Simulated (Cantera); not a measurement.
Input (Python, Cantera) and output of one run.

```python
import numpy as np
import cantera as ct

gas_names = """
    Fe FeO Fe(OH)2 H HO2 H2 H2O H2O2 H2S H2SO4 O OH O2 O3 S SH SO SO2 SO3 S2 S2O S8
""".split()
cond_names = """
    Fe(a) Fe(c) Fe(d) Fe(L) FeO(s) FeO(L) Fe(OH)2(s) Fe(OH)3(s) FeS(a) FeS(b) FeS(c) FeS(L) FeSO4(s)
    FeS2(s) Fe2O3(s) Fe2S3O12(s) Fe3O4(s) H2O(s) H2O(L) H2SO4(L) S(cr1) S(cr2) S(L)
""".split()


# ... load() reads the species with a 1 bar reference pressure and builds the phases ...
atoms = {
    'FeS2': {'Fe': 1, 'S': 2},
    'SO3': {'S': 1, 'O': 3},
    'H2O': {'H': 2, 'O': 1},
}
top_T = {'FeSO4(s)': 950, 'FeS2(s)': 1010, 'Fe2O3(s)': 1830, 'Fe2S3O12(s)': 1100, 'Fe3O4(s)': 1870}  # K; cautious upper limits of use, not melting points


# ... equilibrate(T, P, feed) seeds the gas with the atoms and calls Mixture.equilibrate('TP', solver="vcs", rtol=1e-11, max_steps=5000) ...
results = []
T = 600  # K
P = 10000  # Pa
for m in [0.064, 0.11, 0.18, 0.29, 0.48, 0.8, 1.3, 2.2, 3.6]:
    feed = {'FeS2': 1, 'SO3': 0.42, 'H2O': m}  # mol
    mix = equilibrate(T, P, feed)
    results.append((T, P, feed, dict(zip(mix.species_names, mix.species_moles))))

top = {s: max(r[3][s] / sum(r[3][g] for g in gas_names) for r in results) for s in gas_names}
cols = sorted((s for s in top if top[s] > 1e-05), key=lambda s: -top[s])[:5]
seen = [c for c in cond_names if any(r[3].get(c, 0) > 1e-12 for r in results)]
print("log10 of partial pressures in bar; condensed amounts in mol")
print(f"{'n(H2O)':>10s}" + "".join(f"{s[:9]:>10s}" for s in cols + seen))
for T, P, feed, n in results:
    ng = sum(n[g] for g in gas_names)
    print(f"{feed['H2O']:10.4g}" + "".join(f"{np.log10(max(n[s] / ng * P / 1e5, 1e-99)):10.3f}" for s in cols)
          + "".join(f"{n.get(c, 0):10.4g}" for c in seen))
```

Output:

```
log10 of partial pressures in bar; condensed amounts in mol
    n(H2O)       SO2       H2O       H2S        S2  FeSO4(s)   FeS2(s)  Fe2O3(s)
     0.064    -1.053    -1.937    -5.477    -5.999   0.07002      0.93         0
      0.11    -1.088    -1.737    -5.294    -6.045   0.07002      0.93         0
      0.18    -1.119    -1.621    -5.184    -6.073         0    0.9236    0.0382
      0.29    -1.178    -1.474    -5.031    -6.106         0    0.9236   0.03821
      0.48    -1.264    -1.341    -4.890    -6.153         0    0.9236   0.03822
       0.8    -1.380    -1.235    -4.773    -6.216         0    0.9235   0.03825
       1.3    -1.515    -1.159    -4.685    -6.289         0    0.9234   0.03829
       2.2    -1.685    -1.101    -4.612    -6.382         0    0.9233   0.03837
       3.6    -1.862    -1.064    -4.559    -6.479         0     0.923    0.0385
```

Method: chemical equilibrium by Gibbs-energy minimisation in Cantera with the NASA 1993 tables (ideal gas, pure condensed phases).
